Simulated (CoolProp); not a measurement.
Properties of R410A along the isotherm 283.8 K.

Model: reference Helmholtz-energy equation of state, Lemmon 2003, in CoolProp. It is a pseudo-pure fit of the blend.

```tsv
p (bar)	phase	density (kg/m³)	cp (kJ/(kg K))
0.387	gas	1.198	0.7921
0.603	gas	1.872	0.7967
0.939	gas	2.931	0.8040
1.46	gas	4.596	0.8158
2.28	gas	7.277	0.8355
3.55	gas	11.58	0.8693
5.52	gas	18.69	0.9316
20.8	liquid	1132	1.563
32.5	liquid	1139	1.544
50.5	liquid	1150	1.519
78.7	liquid	1164	1.487
123	liquid	1184	1.449
```
